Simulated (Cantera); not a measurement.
What does this Cantera script print?

```python
import numpy as np
import cantera as ct

gas_names = [...]  # 151 gases of nasa_gas.yaml made of C, H, N, O, Si
cond_names = """
    C(gr) C6H6(L) C7H8(L) C8H18(L),n-octa H2O(s) H2O(L) Si(cr) Si(L) SiC(b) SiO2(Lqz) SiO2(hqz) SiO2(L)
    Si2N2O(s) Si3N4(a)
""".split()


# ... load() reads the species with a 1 bar reference pressure and builds the phases ...
atoms = {
    'TEOS': {'Si': 1, 'C': 8, 'H': 20, 'O': 4},
    'O3': {'O': 3},
    'N2': {'N': 2},
}
top_T = {'C(gr)': 4500, 'SiC(b)': 3050, 'Si2N2O(s)': 2100, 'Si3N4(a)': 2400}  # K; cautious upper limits of use, not melting points


# ... equilibrate(T, P, feed) seeds the gas with the atoms and calls Mixture.equilibrate('TP', solver="vcs", rtol=1e-11, max_steps=5000) ...
results = []
feed = {'TEOS': 1, 'O3': 0.68, 'N2': 1.2}  # mol
P = 13332.2  # Pa
for T in [748, 823, 898, 973, 1048, 1123, 1198, 1273, 1348]:
    mix = equilibrate(T, P, feed)
    results.append((T, P, feed, dict(zip(mix.species_names, mix.species_moles))))

top = {s: max(r[3][s] / sum(r[3][g] for g in gas_names) for r in results) for s in gas_names}
cols = sorted((s for s in top if top[s] > 1e-05), key=lambda s: -top[s])[:7]
seen = [c for c in cond_names if any(r[3].get(c, 0) > 1e-12 for r in results)]
print("log10 of partial pressures in bar; condensed amounts in mol")
print(f"{'T/K':>10s}" + "".join(f"{s[:9]:>10s}" for s in cols + seen))
for T, P, feed, n in results:
    ng = sum(n[g] for g in gas_names)
    print(f"{T:10.4g}" + "".join(f"{np.log10(max(n[s] / ng * P / 1e5, 1e-99)):10.3f}" for s in cols)
          + "".join(f"{n.get(c, 0):10.4g}" for c in seen))
```

It prints:

```
log10 of partial pressures in bar; condensed amounts in mol
       T/K        H2        CO       H2O        N2       CH4       CO2       NH3     C(gr) SiO2(Lqz) SiO2(hqz)
       748    -1.182    -2.399    -1.597    -1.843    -1.844    -2.020    -4.976     5.673         1         0
       823    -1.097    -1.888    -1.863    -1.897    -2.224    -2.096    -5.216     5.451         1         0
       898    -1.071    -1.595    -2.263    -1.943    -2.636    -2.422    -5.487     4.688         0         1
       973    -1.064    -1.488    -2.759    -1.967    -3.019    -2.975    -5.735     4.165         0         1
      1048    -1.061    -1.461    -3.250    -1.975    -3.356    -3.576    -5.946     4.004         0         1
      1123    -1.060    -1.454    -3.695    -1.977    -3.652    -4.128    -6.130     3.966         0         1
      1198    -1.059    -1.453    -4.088    -1.978    -3.913    -4.616    -6.292     3.958         0         1
      1273    -1.059    -1.452    -4.435    -1.979    -4.144    -5.047    -6.436     3.956         0         1
      1348    -1.058    -1.452    -4.744    -1.979    -4.351    -5.429    -6.564     3.956         0         1
```

Cantera equilibrium calculation (NASA polynomials, part measured and part estimated; ideal gas, pure solids and liquids). The feed counts by its element totals alone. The tables hold silica as quartz up to 1696 K and as liquid above; real silica turns to tridymite and cristobalite and melts near 1996 K.
